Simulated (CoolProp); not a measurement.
Vapour pressure (MPa) of sulfur hexafluoride: the reference equation beside estimates from Tc = 318.7 K, pc = 3.755 MPa, ω = 0.210. Clausius-Clapeyron is anchored at 253.2 K with a constant enthalpy of vaporisation of 14.09 kJ/mol.

Model: reference Helmholtz-energy equation of state, Guder 2009, in CoolProp.

| T (K) | reference | Clausius-Clapeyron | Redlich-Kwong |
|---|---|---|---|
| 235.6 | 0.3741 | 0.4188 | … |
| 240 | 0.4401 | 0.4778 | 0.5906 |
| 244.4 | 0.5143 | 0.5426 | … |
| 248.8 | 0.5976 | … | 0.7736 |
| 253.2 | 0.6905 | 0.6905 | 0.8785 |
| 257.6 | 0.7937 | 0.7742 | 0.9927 |
| 261.9 | 0.9053 | 0.8625 | 1.114 |
| 266.3 | 1.031 | 0.9598 | … |
| 270.7 | 1.169 | 1.064 | 1.393 |
| 275.1 | 1.320 | 1.177 | 1.548 |
| 279.5 | 1.486 | 1.296 | 1.715 |

Some entries are withheld; supply them.


- 235.6, Redlich-Kwong: 0.5116
- 244.4, Redlich-Kwong: 0.6778
- 248.8, Clausius-Clapeyron: 0.6134
- 266.3, Redlich-Kwong: 1.248

Absolute difference from the reference over all 11 rows, mean and median: Clausius-Clapeyron 6.9 and 6.9 %, Redlich-Kwong 25.5 and 25.1 %.
